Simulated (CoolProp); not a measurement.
Computed with CoolProp (reference Helmholtz-energy equation of state, Wu 2012).

### Question
Give the vapour pressure (MPa), enthalpy of vaporisation (kJ/kg), surface tension (mN/m) of saturated fluoroethane (R161) at 220.4, 257.2 K.

### Answer
```
T (K)  p (MPa)  enthalpy of vaporisation (kJ/kg)  surface tension (mN/m)
-----  -------  --------------------------------  ----------------------
220.4   0.0477                               441                    20.1
257.2    0.249                               400                    14.9
```

Surface tension comes from a separate correlation (Mulero 2012).
